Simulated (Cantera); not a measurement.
Standard-state values (1 bar) from the NASA 1993 polynomials, evaluated with Cantera. Values are per mole of reaction as written; species without (g) are pure solids or liquids, kept so even where they would boil at 1 bar.

Problem. Between 2398 and 2573 K, where is each reaction favourable under standard conditions?
- 2 H(g) + 2 B2O3(g) + H2O2(g) ⇌ 4 HBO2(g)

Solution. 
- 2 H(g) + 2 B2O3(g) + H2O2(g) ⇌ 4 HBO2(g): ΔG° is -587 kJ at 2398 K and -563 kJ at 2573 K; it stays negative (K > 1). ΔH° is -929 kJ and ΔS° -142 J/K at 2573 K.
